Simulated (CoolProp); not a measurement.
Model: reference Helmholtz-energy equation of state, Lemmon 2006, in CoolProp. It is a short technical equation, of lower accuracy than the large ones.

### Question
For R142b, give the phase and the cp (kJ/(kg K)), expansivity (1/kK), conductivity (mW/(m K)), Prandtl number at 111.95 °C and 17.7 MPa; 122.55 °C and 17.7 MPa; 154.35 °C and 17.7 MPa.

### Answer
- 111.95 °C and 17.7 MPa: liquid; cp 1.41, expansivity 2.47, conductivity 67.6, Prandtl number 2.87
- 122.55 °C and 17.7 MPa: liquid; cp 1.43, expansivity 2.61, conductivity 65.4, Prandtl number 2.78
- 154.35 °C and 17.7 MPa: supercritical; cp 1.50, expansivity 3.09, conductivity 59.9, Prandtl number 2.50

Viscosity comes from a separate model (Huber 2003), an estimate that may be off by 10 % or more. Thermal conductivity comes from a separate model (Huber 2003), an estimate that may be off by 10 % or more.
